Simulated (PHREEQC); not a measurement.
0.044 g of hydrous ferric oxide (600 m²/g; 0.2 weak and 0.005 strong sites per Fe, Dzombak-Morel constants, diffuse double layer) in 1 kg of water with 0.001 mol/kgw of an inert sodium salt and 0.00011 mol MnCl2 and 5.1e-05 mol SrCl2, at 25 °C; the pH is set by adding NaOH or the inert anion's acid. No oxygen is let in. The system is closed to CO2. No solid was allowed to form.

The series has 17 steps of pH, from 4 to 12.

Equilibrium calculation in PHREEQC: ion-association model, wateq4f.dat.

Q: At which pH does the surface charge pass through zero?

A: Near pH 11.6.

Along this series the solution becomes supersaturated in solids that the run did not let form, among them Pyrochroite.
